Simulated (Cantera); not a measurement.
# Stirred combustor or abatement burner

A perfectly stirred reactor is fed with 11.1 % CH₃OH, 15.1 % O₂, 57.1 % N₂, 16.7 % H₂O, equivalence ratio 1.1, at 1.00 bar; it is adiabatic with a 475 K inlet, and is followed from long to short residence time, starting on the burning branch (τ in s: 0.034, 0.019, 0.011, 0.0062, 0.0035, 0.002, 0.0011, 0.00064, 0.00037, 0.00021, 0.00012, 6.7e-05).

Detailed kinetics in Cantera: GRI-Mech 3.0 (53 species, 325 reactions). GRI-Mech 3.0 was tuned for natural gas; its chemistry of methanol as a main component is partial and can be far from experiment.

| τ (s) | T (K) | x CH₃OH | x O₂ | x H₂O | x OH | x CH₂ | x NO |
|---|---|---|---|---|---|---|---|
| 0.034 | 2008 | 3.25e-6 | 0.00208 | 0.344 | 0.00306 | 3.62e-8 | 5.94e-5 |
| 0.019 | 1992 | 4.78e-6 | 0.00284 | 0.342 | 0.00360 | 5.37e-8 | 4.85e-5 |
| 0.011 | 1973 | 6.88e-6 | 0.00374 | 0.340 | 0.00415 | 8.23e-8 | 4.05e-5 |
| 0.0062 | 1950 | 1.01e-5 | 0.00488 | 0.337 | 0.00475 | 1.35e-7 | 3.42e-5 |
| 0.0035 | 1922 | 1.50e-5 | 0.00622 | 0.334 | 0.00534 | 2.30e-7 | 2.95e-5 |
| 0.0020 | 1892 | 2.24e-5 | 0.00772 | 0.331 | 0.00586 | 3.93e-7 | 2.58e-5 |
| 0.0011 | 1856 | 3.53e-5 | 0.00953 | 0.328 | 0.00630 | 6.97e-7 | 2.23e-5 |
| 0.00064 | 1821 | 5.51e-5 | 0.0114 | 0.324 | 0.00654 | 1.16e-6 | 1.91e-5 |
| 0.00037 | 1783 | 9.03e-5 | 0.0137 | 0.322 | 0.00656 | 1.95e-6 | 1.55e-5 |
| 0.00021 | 1738 | 0.000163 | 0.0169 | 0.319 | 0.00620 | 3.31e-6 | 1.13e-5 |
| 0.00012 | 1676 | 0.000351 | 0.0227 | 0.317 | 0.00501 | 5.60e-6 | 6.33e-6 |
| 6.7e-5 | 475 | 0.111 | 0.151 | 0.167 | <1e-12 | <1e-12 | <1e-12 |
x: mole fraction; the columns are a selection and need not sum to one.
